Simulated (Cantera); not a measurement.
A Cantera script and its output.

```python
import numpy as np
import cantera as ct

gas = ct.Solution("gri30.yaml")


def delay(T, t_max=10):
    gas.TPX = T, 500000, {'CO': 1, 'H2': 0.65, 'CH4': 0.41, 'O2': 1.5, 'N2': 10.3}
    reactor = ct.IdealGasReactor(gas, clone=False)
    net = ct.ReactorNet([reactor])
    net.rtol, net.atol = 1e-8, 1e-16
    while net.time < t_max:
        t_old, T_old = net.time, reactor.T
        net.step()
        if reactor.T > T + 400:  # ignition: a rise of 400 K
            return t_old + (T + 400 - T_old) / (reactor.T - T_old) * (net.time - t_old)
    return np.nan


taus = []
for T in [1075, 1125, 1175, 1225, 1275, 1325]:
    taus.append(delay(T))
    print(f"T0 = {T:6g} K   tau = {taus[-1]:.4e} s")
```

Result:

```
T0 =   1075 K   tau = 1.2174e-03 s
T0 =   1125 K   tau = 5.4757e-04 s
T0 =   1175 K   tau = 2.9947e-04 s
T0 =   1225 K   tau = 1.8353e-04 s
T0 =   1275 K   tau = 1.2036e-04 s
T0 =   1325 K   tau = 8.2478e-05 s
```

Computed with Cantera and GRI-Mech 3.0 (53 species, 325 reactions).
